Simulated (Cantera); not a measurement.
A perfectly stirred reactor is fed with 1.52 % CH₄, 98.5 % N₂, at 0.168 atm; it is held at 1375 K, and followed from long to short residence time.

Computed with Cantera and GRI-Mech 3.0 (53 species, 325 reactions). GRI-Mech 3.0 stops at C3 and has no aromatics, soot or wall deposition, so with more carbon than oxygen in the feed, carbon stays in small species such as C2H2 where larger ones or solid carbon would form.

Q: Predict: x(CH₄) at τ = 9.70 s; x(C₂H₆) at τ = 9.70 s; x(C₂H₄) at τ = 9.70 s; x(CH₄) at τ = 0.170 s; x(C₂H₆) at τ = 0.170 s; x(C₂H₄) at τ = 0.170 s.

A: 
| Item | Value |
|---|---|
| x(CH₄) at τ = 9.70 s | 0.0128 |
| x(C₂H₆) at τ = 9.70 s | 1.24e-5 |
| x(C₂H₄) at τ = 9.70 s | 0.000102 |
| x(CH₄) at τ = 0.170 s | 0.0151 |
| x(C₂H₆) at τ = 0.170 s | 3.80e-6 |
| x(C₂H₄) at τ = 0.170 s | 4.74e-6 |
